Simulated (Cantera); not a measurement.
An isothermal, constant-pressure homogeneous reactor starts with CH₄ : H₂ = 1 : 3.3 (molar parts), at 1025 K and 0.0267 bar. Integrator tolerance rtol = 1e-08.

Model: GRI-Mech 3.0 (53 species, 325 reactions), integrated in Cantera. GRI-Mech 3.0 stops at C3 and has no aromatics, soot or wall deposition, so with more carbon than oxygen in the feed, carbon stays in small species such as C2H2 where larger ones or solid carbon would form. Radical loss at walls, strong at low pressure, is not modelled.

Q: What does this change do: temperature 1025 to 1673 K?

A: 
| quantity | before | after |
|---|---|---|
| x(CH₄) at 1.00 s | 0.233 (gas-phase equilibrium 0.231) | 0.0302 (gas-phase equilibrium 0.00112) |
| x(H₂) at 1.00 s | 0.767 (gas-phase equilibrium 0.768) | 0.887 (gas-phase equilibrium 0.904) |
| x(C₂H₂) at 1.00 s | <1e-12 (gas-phase equilibrium 6.98e-5) | 0.0817 (gas-phase equilibrium 0.0937) |
| x(H) at 1.00 s | 6.30e-10 (gas-phase equilibrium 2.35e-8) | 0.000563 (gas-phase equilibrium 0.000668) |
| x(C₂H₄) at 1.00 s | <1e-12 (gas-phase equilibrium 0.000422) | 0.000188 (gas-phase equilibrium 0.000135) |
